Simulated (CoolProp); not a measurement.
A simple Rankine cycle with m-xylene: condensing at 329.15 K, boiler at 0.196 MPa, turbine inlet 478.6 K, turbine efficiency 0.9, pump efficiency 0.7, no recuperator. Each further row changes one setting.

Model: reference Helmholtz-energy equation of state, Zhou 2012, in CoolProp.

```json
[
 {"case": "as stated", "thermal efficiency (%)": "17.7", "net work (kJ/kg)": "109", "heat in (kJ/kg)": "617", "turbine exit temperature (K)": "412.0", "volume ratio over the turbine": "32.1"},
 {"case": "turbine inlet 498.6 K", "thermal efficiency (%)": "17.4", "net work (kJ/kg)": "___", "heat in (kJ/kg)": "655", "turbine exit temperature (K)": "431.9", "volume ratio over the turbine": "32.1"},
 {"case": "condensing temperature 321.15 K", "thermal efficiency (%)": "18.9", "net work (kJ/kg)": "___", "heat in (kJ/kg)": "631", "turbine exit temperature (K)": "405.4", "volume ratio over the turbine": "___"},
 {"case": "boiler pressure 0.137 MPa", "thermal efficiency (%)": "___", "net work (kJ/kg)": "___", "heat in (kJ/kg)": "619", "turbine exit temperature (K)": "___", "volume ratio over the turbine": "22.5"},
 {"case": "turbine efficiency 0.8", "thermal efficiency (%)": "___", "net work (kJ/kg)": "96.8", "heat in (kJ/kg)": "617", "turbine exit temperature (K)": "___", "volume ratio over the turbine": "32.7"}
]
```

Problem. What belongs in the gaps?

Solution. 
- turbine inlet 498.6 K, net work (kJ/kg): 114
- condensing temperature 321.15 K, net work (kJ/kg): 120
- condensing temperature 321.15 K, volume ratio over the turbine: 46.1
- boiler pressure 0.137 MPa, thermal efficiency (%): 16.1
- boiler pressure 0.137 MPa, net work (kJ/kg): 99.4
- boiler pressure 0.137 MPa, turbine exit temperature (K): 419.1
- turbine efficiency 0.8, thermal efficiency (%): 15.7
- turbine efficiency 0.8, turbine exit temperature (K): 419.4
